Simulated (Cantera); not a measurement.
Feed: 1 mol C3H8, 0.072 mol H2O, 11 mol H2, 0.2 mol CO2, held at 1675 °C and 9000 Torr.

Cantera equilibrium calculation (NASA polynomials, part measured and part estimated; ideal gas, pure solids and liquids). Candidate condensed phases: C, C6H6, C7H8, C8H18, H2O; 110 gas species. Equilibrium is a limit: real reactors are often held back by kinetics, nucleation or transport.

Base state: H2 0.963, CO 0.0305, CH4 0.00545, C2H2 (acetylene) 0.000519, H 0.000320, C2H4 5.45e-5, H2O 5.11e-5, CH3 3.61e-5 (mole fractions); condensed: C(graphite).

What changes in the equilibrium state with this change: pressure from 9000 Torr to 41.3 Torr?


| species | before | after |
|---|---|---|
| H2 | 0.963 | 0.964 |
| CO | 0.0305 | 0.0303 |
| H | 0.000320 | 0.00473 |
| CH4 | 0.00545 | 2.50e-5 |
| H2O | 5.11e-5 | 2.33e-7 |
| C2H4 | 5.45e-5 | 2.50e-7 |
| C(graphite), mol | 2.63 | 2.71 |
